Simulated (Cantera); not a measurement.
A freely propagating, adiabatic, planar premixed flame of H2 : O2 : N2 = 1 : 0.263 : 0.989 (molar parts), unburnt at 675 K and 10.0 bar; unity-Lewis-number transport, grid criteria slope 0.08 and curve 0.16, no radiation.

Cantera simulation using the H2/O2 subset of GRI-Mech 3.0, which has no nitrogen chemistry; the numbers are that mechanism's predictions, not measurements. The hydrogen kinetics of GRI-Mech 3.0 are dated; newer H2 mechanisms differ, most at raised pressure. Unity Lewis numbers drop preferential diffusion, which matters most where H2 and H carry the flame. Burning velocities carry a grid error of a few per cent, more on coarse grids.

x: mole fraction of selected species; z is measured from the peak of heat release.

| z (mm) | T (K) | u (m/s) | x H2 | x O2 | x H2O | x O | x H | x HO2 |
|---|---|---|---|---|---|---|---|---|
| -0.0722 | 675 | 6.87 | 0.444 | 0.117 | 6.06e-6 | <1e-8 | <1e-8 | 2.55e-7 |
| -0.0481 | 675 | 6.87 | 0.444 | 0.117 | 3.92e-5 | <1e-8 | <1e-8 | 1.65e-6 |
| -0.0361 | 677 | 6.88 | 0.444 | 0.117 | 0.000187 | <1e-8 | <1e-8 | 7.86e-6 |
| -0.0241 | 687 | 6.98 | 0.443 | 0.116 | 0.00145 | … | 2.92e-8 | 6.10e-5 |
| -0.0120 | 836 | 8.42 | 0.428 | 0.107 | 0.0205 | … | 0.000155 | 0.000711 |
| -0.00602 | 1176 | 11.6 | 0.385 | 0.0839 | 0.0708 | … | 0.00511 | 0.000720 |
| 0 | 1580 | 15.1 | 0.306 | 0.0464 | 0.150 | … | 0.0268 | 0.000312 |
| 0.00602 | 1837 | 17.3 | 0.245 | 0.0184 | 0.209 | … | 0.0465 | 0.000110 |
| 0.0120 | 1975 | 18.4 | 0.222 | 0.00663 | 0.235 | … | 0.0500 | 3.71e-5 |
| 0.0241 | 2107 | 19.4 | 0.218 | 0.00122 | 0.249 | … | 0.0413 | 6.74e-6 |
| 0.0481 | 2214 | 20.2 | 0.224 | 0.000249 | 0.255 | … | 0.0277 | 1.66e-6 |
| 0.0963 | 2293 | 20.8 | 0.229 | 8.34e-5 | 0.258 | … | 0.0168 | 5.96e-7 |
| 0.193 | 2344 | 21.2 | 0.233 | 2.79e-5 | 0.261 | … | 0.00962 | 1.76e-7 |

**Question.** Complete the blanks.

**Answer.** 
- -0.0241, x O: 2.10e-7
- -0.0120, x O: 2.83e-5
- -0.00602, x O: 0.000388
- 0, x O: 0.00152
- 0.00602, x O: 0.00177
- 0.0120, x O: 0.00139
- 0.0241, x O: 0.000827
- 0.0481, x O: 0.000391
- 0.0963, x O: 0.000152
- 0.193, x O: 5.14e-5
